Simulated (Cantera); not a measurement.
Feed: 1 mol Zr, 0.061 mol O2, 51 mol H2, held at 101000 Pa.

These are equilibrium values from Cantera (NASA tables, ideal gas, pure condensed phases), not measurements of a reactor. Candidate condensed phases: H2O, Zr, ZrO2; 12 gas species. Mutual solubility and eutectic melting of coexisting phases are not modelled. Condensed phases not in the tables: N, O or C dissolved in the metal. Kinetics and transport are ignored.

x: gas mole fraction; n: condensed amount in mol.

| T (K) | x H2 | x H | x ZrO | x H2O | x Zr | x ZrO2 | n Zr(β) | n ZrO2(tetragonal) | n Zr(l) | n ZrO2(s) |
|---|---|---|---|---|---|---|---|---|---|---|
| 1798 | 1.000 | 0.000350 | 8.04e-10 | 1.52e-7 | 4.14e-11 | <1e-12 | 0.939 | 0.0610 | 0 | 0 |
| 1873 | 0.999 | 0.000641 | 4.18e-9 | 3.29e-7 | 2.08e-10 | … | 0.939 | 0.0610 | 0 | 0 |
| 1948 | 0.999 | 0.00112 | 1.91e-8 | 6.71e-7 | 9.22e-10 | … | 0.939 | 0.0610 | 0 | 0 |
| 2023 | 0.998 | 0.00188 | 7.77e-8 | 1.30e-6 | 3.66e-9 | … | 0.939 | 0.0610 | 0 | 0 |
| 2098 | 0.997 | 0.00305 | 2.86e-7 | 2.40e-6 | 1.31e-8 | … | 0.939 | 0.0609 | 0 | 0 |
| 2173 | 0.995 | 0.00478 | 9.45e-7 | 4.29e-6 | 4.20e-8 | … | 0 | 0.0609 | 0.939 | 0 |
| 2248 | 0.993 | 0.00727 | 2.86e-6 | 7.43e-6 | 1.22e-7 | … | 0 | 0.0607 | 0.939 | 0 |
| 2323 | 0.989 | 0.0108 | 8.03e-6 | 1.24e-5 | 3.32e-7 | … | 0 | 0.0605 | 0.939 | 0 |
| 2398 | 0.984 | 0.0155 | 2.11e-5 | 2.01e-5 | 8.45e-7 | … | 0 | 0.0599 | 0.939 | 0 |
| 2473 | 0.978 | 0.0219 | 5.22e-5 | 3.14e-5 | 2.03e-6 | … | 0 | 0.0588 | 0.938 | 0 |
| 2548 | 0.970 | 0.0303 | 0.000122 | 4.78e-5 | 4.63e-6 | … | 0 | 0.0566 | 0.937 | 0 |
| 2623 | 0.959 | 0.0410 | 0.000272 | 7.09e-5 | 1.01e-5 | … | 0 | 0 | 0.933 | 0.0520 |
| 2698 | 0.945 | 0.0545 | 0.000578 | 0.000102 | 2.09e-5 | … | 0 | 0 | 0.925 | 0.0428 |

Q: Fill in the missing entries.

A: 
- 1873, x ZrO2: 1.38e-12
- 1948, x ZrO2: 9.43e-12
- 2023, x ZrO2: 5.56e-11
- 2098, x ZrO2: 2.88e-10
- 2173, x ZrO2: 1.33e-9
- 2248, x ZrO2: 5.51e-9
- 2323, x ZrO2: 2.08e-8
- 2398, x ZrO2: 7.23e-8
- 2473, x ZrO2: 2.32e-7
- 2548, x ZrO2: 6.96e-7
- 2623, x ZrO2: 1.95e-6
- 2698, x ZrO2: 5.17e-6
